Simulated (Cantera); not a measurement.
Input (Python, Cantera) and output of one run.

```python
import numpy as np
import cantera as ct

gas_names = """
    B BCL BCL2 BCL3 BH BH2 BH3 BN BO BOCL BO2 B2 B2O B2O2 B2O3 B3O3CL3 B3O3H3 CL CLO CL2 H HBO HBO2 HCL
    HNO HNO2 HNO3 HOCL HO2 H2 H2O H2O2 H3B3O6 N NH NH2 NH3 NH2OH NO NO2 NO3 N2 N2H2 N2H4 N2O O OH O2 O3
""".split()
cond_names = """
    B(b) B(L) BN(s) B2O3(L) B3O3H3(cr) H2O(s) H2O(L) NH4CL(a) NH4CL(b)
""".split()


def load(file, names, dense=False):
    # The tables refer to 1 bar. Condensed volumes are neglected.
    table = {s.name: s for s in ct.Species.list_from_file(file)}
    out = []
    for n in names:
        d = dict(table[n].input_data)
        d["thermo"] = dict(d["thermo"], **{"reference-pressure": 1e5})
        if dense:
            d["equation-of-state"] = {"model": "constant-volume", "density": "1e6 g/cm^3"}
        out.append(ct.Species.from_dict(d))
    return out


gas = ct.Solution(thermo="ideal-gas", species=load("nasa_gas.yaml", gas_names))
cond = {s.name: ct.Solution(thermo="fixed-stoichiometry", species=[s], name=s.name)
        for s in load("nasa_condensed.yaml", cond_names, dense=True)}
atoms = {
    'B2O3': {'B': 2, 'O': 3},
    'HCl': {'H': 1, 'CL': 1},
    'N2': {'N': 2},
}
top_T = {'BN(s)': 3200}  # K; cautious upper limits of use, not melting points


def equilibrate(T, P, feed):
    n = {}
    for name, mol in feed.items():
        for a, k in atoms[name].items():
            n[a] = n.get(a, 0.0) + k * mol
    gas.TPX = T, P, n
    mass = sum(n.values()) * gas.mean_molecular_weight
    gas.equilibrate("TP")
    valid = [c for c in cond.values() if c.min_temp <= T <= top_T.get(c.name, c.max_temp)]
    mix = ct.Mixture([(gas, mass / gas.mean_molecular_weight)] + [(c, 0.0) for c in valid])
    mix.T, mix.P = T, P
    mix.equilibrate("TP", solver="vcs", rtol=1e-11, max_steps=5000)
    return mix


results = []
feed = {'B2O3': 1, 'HCl': 2, 'N2': 0.6}  # mol
T = 1298  # K
P = 980  # Pa
mix = equilibrate(T, P, feed)
results.append((T, P, feed, dict(zip(mix.species_names, mix.species_moles))))
x = sorted(zip(gas.X, gas.species_names), reverse=True)
print(f"T = {T:g} K  P = {P:g} Pa  gas = {mix.phase_moles(0):.4g} mol")
print("   x: " + "  ".join(f"{s} {v:.3e}" for v, s in x if v > 0.001))
print("   condensed (mol): " + ("  ".join(f"{mix.phase(i).name} {mix.phase_moles(i):.4g}"
      for i in range(1, mix.n_phases) if mix.phase_moles(i) > 1e-12) or "none"))
```

Result:

```
T = 1298 K  P = 980 Pa  gas = 2.601 mol
   x: HCL 7.671e-01  N2 2.307e-01
   condensed (mol): B2O3(L) 0.9982
```

Equilibrium computed with Cantera from the NASA thermochemical tables; the gas is ideal and each condensed phase is pure. The tables' values for BOCl are old estimates; treat these amounts as uncertain.
